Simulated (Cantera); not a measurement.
Cantera run:

```python
import numpy as np
import cantera as ct

gas_names = """
    H HNO HNO2 HNO3 HO2 H2 H2O H2O2 N NH NH2 NH3 NH2OH NO NO2 NO3 N2 N2H2 N2H4 N2O O OH O2 O3 Si SiH
    SiH2 SiH3 SiH4 SiN SiO SiO2 Si2 Si2N Si3
""".split()
cond_names = """
    H2O(s) H2O(L) Si(cr) Si(L) SiO2(Lqz) SiO2(hqz) SiO2(L) Si2N2O(s) Si3N4(a)
""".split()


def load(file, names, dense=False):
    # The tables refer to 1 bar. Condensed volumes are neglected.
    table = {s.name: s for s in ct.Species.list_from_file(file)}
    out = []
    for n in names:
        d = dict(table[n].input_data)
        d["thermo"] = dict(d["thermo"], **{"reference-pressure": 1e5})
        if dense:
            d["equation-of-state"] = {"model": "constant-volume", "density": "1e6 g/cm^3"}
        out.append(ct.Species.from_dict(d))
    return out


gas = ct.Solution(thermo="ideal-gas", species=load("nasa_gas.yaml", gas_names))
cond = {s.name: ct.Solution(thermo="fixed-stoichiometry", species=[s], name=s.name)
        for s in load("nasa_condensed.yaml", cond_names, dense=True)}
atoms = {
    'SiH4': {'Si': 1, 'H': 4},
    'H2O': {'H': 2, 'O': 1},
    'N2': {'N': 2},
}
top_T = {'Si2N2O(s)': 2100, 'Si3N4(a)': 2400}  # K; cautious upper limits of use, not melting points


def equilibrate(T, P, feed):
    n = {}
    for name, mol in feed.items():
        for a, k in atoms[name].items():
            n[a] = n.get(a, 0.0) + k * mol
    gas.TPX = T, P, n
    mass = sum(n.values()) * gas.mean_molecular_weight
    gas.equilibrate("TP")
    valid = [c for c in cond.values() if c.min_temp <= T <= top_T.get(c.name, c.max_temp)]
    mix = ct.Mixture([(gas, mass / gas.mean_molecular_weight)] + [(c, 0.0) for c in valid])
    mix.T, mix.P = T, P
    mix.equilibrate("TP", solver="vcs", rtol=1e-11, max_steps=5000)
    return mix


results = []
T = 1348.15  # K
P = 1333.22  # Pa
for m in [0.1, 0.13, 0.18, 0.24, 0.31, 0.42, 0.55, 0.73, 0.97, 1.3]:
    feed = {'SiH4': 1, 'H2O': m, 'N2': 13}  # mol
    mix = equilibrate(T, P, feed)
    results.append((T, P, feed, dict(zip(mix.species_names, mix.species_moles))))
    x = sorted(zip(gas.X, gas.species_names), reverse=True)
    print(f"T = {T:g} K  P = {P:g} Pa  n(H2O) = {m:g} mol  gas = {mix.phase_moles(0):.4g} mol")
    print("   x: " + "  ".join(f"{s} {v:.3e}" for v, s in x if v > 1e-05))
    print("   condensed (mol): " + ("  ".join(f"{mix.phase(i).name} {mix.phase_moles(i):.4g}"
          for i in range(1, mix.n_phases) if mix.phase_moles(i) > 1e-12) or "none"))
```

It prints:

```
T = 1348.15 K  P = 1333.22 Pa  n(H2O) = 0.1 mol  gas = 14.47 mol
   x: N2 8.548e-01  H2 1.452e-01
   condensed (mol): Si2N2O(s) 0.1  Si3N4(a) 0.2667
T = 1348.15 K  P = 1333.22 Pa  n(H2O) = 0.13 mol  gas = 14.51 mol
   x: N2 8.532e-01  H2 1.468e-01
   condensed (mol): Si2N2O(s) 0.13  Si3N4(a) 0.2467
T = 1348.15 K  P = 1333.22 Pa  n(H2O) = 0.18 mol  gas = 14.57 mol
   x: N2 8.504e-01  H2 1.496e-01
   condensed (mol): Si2N2O(s) 0.18  Si3N4(a) 0.2133
T = 1348.15 K  P = 1333.22 Pa  n(H2O) = 0.24 mol  gas = 14.65 mol
   x: N2 8.471e-01  H2 1.529e-01
   condensed (mol): Si2N2O(s) 0.24  Si3N4(a) 0.1733
T = 1348.15 K  P = 1333.22 Pa  n(H2O) = 0.31 mol  gas = 14.75 mol
   x: N2 8.434e-01  H2 1.566e-01
   condensed (mol): Si2N2O(s) 0.31  Si3N4(a) 0.1267
T = 1348.15 K  P = 1333.22 Pa  n(H2O) = 0.42 mol  gas = 14.89 mol
   x: N2 8.375e-01  H2 1.625e-01
   condensed (mol): Si2N2O(s) 0.42  Si3N4(a) 0.05333
T = 1348.15 K  P = 1333.22 Pa  n(H2O) = 0.55 mol  gas = 15.07 mol
   x: N2 8.307e-01  H2 1.692e-01  H2O 2.026e-05
   condensed (mol): SiO2(hqz) 0.03309  Si2N2O(s) 0.4834
T = 1348.15 K  P = 1333.22 Pa  n(H2O) = 0.73 mol  gas = 15.31 mol
   x: N2 8.216e-01  H2 1.783e-01  H2O 2.127e-05
   condensed (mol): SiO2(hqz) 0.1531  Si2N2O(s) 0.4234
T = 1348.15 K  P = 1333.22 Pa  n(H2O) = 0.97 mol  gas = 15.63 mol
   x: N2 8.099e-01  H2 1.900e-01  H2O 2.256e-05
   condensed (mol): SiO2(hqz) 0.3131  Si2N2O(s) 0.3434
T = 1348.15 K  P = 1333.22 Pa  n(H2O) = 1.3 mol  gas = 16.07 mol
   x: N2 7.946e-01  H2 2.054e-01  H2O 2.422e-05
   condensed (mol): SiO2(hqz) 0.533  Si2N2O(s) 0.2334
```

Equilibrium computed with Cantera from the NASA thermochemical tables; the gas is ideal and each condensed phase is pure. N2 is the only nitrogen source here; it is nearly inert below about 1500 K, so the nitride shown seldom forms there in practice. Mutual solubility and eutectic melting of coexisting phases are not modelled. The tables hold silica as quartz up to 1696 K and as liquid above; real silica turns to tridymite and cristobalite and melts near 1996 K.
